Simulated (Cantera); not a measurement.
(CH3)2SiCl2 + C2H2 + H2 (silicon carbide growth)

Input: 1 mol (CH3)2SiCl2, 0.028 mol C2H2, a varied amount of H2, equilibrated at 2250 K and 13.3 mbar.

Equilibrium computed with Cantera from the NASA thermochemical tables; the gas is ideal and each condensed phase is pure. Candidate condensed phases: C, C6H6, C7H8, C8H18, Si, SiC; 109 gas species. The feed counts by its element totals alone. The tables' values for SiCl, SiCl3 are old estimates; treat these amounts as uncertain. Gases not in the tables: Si2H6 and higher silanes. The numbers say what is thermodynamically allowed, not how fast it happens.

| n(H2) (mol) | log p H2 | log p HCl | log p H | log p SiCl2 | log p Cl | n C(graphite) | n SiC(s) |
|---|---|---|---|---|---|---|---|
| 1 | -2.10 | -2.41 | -3.18 | -3.35 | -3.63 | 1.25 | 0.774 |
| 1.8 | -2.07 | -2.46 | -3.17 | -3.48 | -3.69 | 1.23 | 0.793 |
| 3.1 | -2.04 | -2.53 | -3.15 | -3.66 | -3.78 | 1.20 | 0.811 |
| 5.3 | -2.01 | -2.63 | -3.13 | -3.89 | -3.90 | 1.17 | 0.824 |
| 9.1 | -1.98 | -2.76 | -3.12 | -4.19 | -4.05 | 1.14 | 0.822 |
| 16 | -1.95 | -2.94 | -3.11 | -4.56 | -4.23 | 1.11 | 0.793 |
| 27 | -1.94 | -3.12 | -3.10 | -4.94 | -4.42 | 1.09 | 0.726 |
| 46 | -1.93 | -3.32 | -3.09 | -5.36 | -4.63 | 1.06 | 0.593 |
| 79 | -1.92 | -3.54 | -3.09 | -5.80 | -4.85 | 1.03 | 0.351 |
| 140 | -1.91 | -3.77 | -3.09 | -6.32 | -5.09 | 0.909 | 0 |
| 230 | -1.91 | -3.98 | -3.08 | -6.92 | -5.30 | 0.332 | 0 |
log p: log10 of the partial pressure in bar; n: condensed amount in mol.

From 1 mol H2 to 79 mol H2 the condensed part is C(graphite) + SiC(s). From 140 mol H2 to 230 mol H2 the condensed part is C(graphite). The main Si-bearing gas is SiCl2 at 1 mol H2 and Si at 230 mol H2.
